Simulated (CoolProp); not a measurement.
Vapour-liquid equilibrium of ethylbenzene (1) + p-xylene (2) at 88.45 °C; x and y are mole fractions of (1).

The numbers come from the multi-fluid Helmholtz-energy mixture model, Zhou 2012 and Zhou 2012; pair parameters Bell 2016 in CoolProp.

```json
[
 {"x": "0.05", "bubble pressure, mixture model (MPa)": "0.02155", "bubble pressure, Raoult's law (MPa)": "0.02151", "y, mixture model": "0.055", "y, Raoult's law": "0.053"},
 {"x": "0.15", "bubble pressure, mixture model (MPa)": "0.02176", "bubble pressure, Raoult's law (MPa)": "0.02166", "y, mixture model": "0.161", "y, Raoult's law": "0.159"},
 {"x": "0.25", "bubble pressure, mixture model (MPa)": "0.02194", "bubble pressure, Raoult's law (MPa)": "0.02181", "y, mixture model": "0.265", "y, Raoult's law": "0.263"},
 {"x": "0.35", "bubble pressure, mixture model (MPa)": "0.02211", "bubble pressure, Raoult's law (MPa)": "0.02196", "y, mixture model": "0.366", "y, Raoult's law": "0.366"},
 {"x": "0.45", "bubble pressure, mixture model (MPa)": "0.02226", "bubble pressure, Raoult's law (MPa)": "0.02211", "y, mixture model": "0.466", "y, Raoult's law": "0.467"},
 {"x": "0.55", "bubble pressure, mixture model (MPa)": "0.02239", "bubble pressure, Raoult's law (MPa)": "0.02227", "y, mixture model": "0.565", "y, Raoult's law": "0.567"},
 {"x": "0.65", "bubble pressure, mixture model (MPa)": "0.02252", "bubble pressure, Raoult's law (MPa)": "0.02242", "y, mixture model": "0.663", "y, Raoult's law": "0.665"},
 {"x": "0.75", "bubble pressure, mixture model (MPa)": "0.02265", "bubble pressure, Raoult's law (MPa)": "0.02257", "y, mixture model": "0.760", "y, Raoult's law": "0.763"},
 {"x": "0.85", "bubble pressure, mixture model (MPa)": "0.02277", "bubble pressure, Raoult's law (MPa)": "0.02272", "y, mixture model": "0.857", "y, Raoult's law": "0.859"},
 {"x": "0.95", "bubble pressure, mixture model (MPa)": "0.02289", "bubble pressure, Raoult's law (MPa)": "0.02288", "y, mixture model": "0.953", "y, Raoult's law": "0.953"}
]
```

The largest gap from Raoult's law is +0.7 % in bubble pressure, at x = 0.35. No azeotrope shows between x = 0.05 and 0.95.

Pair parameters are fitted to limited data, so mixtures are less certain than the pure fluids.
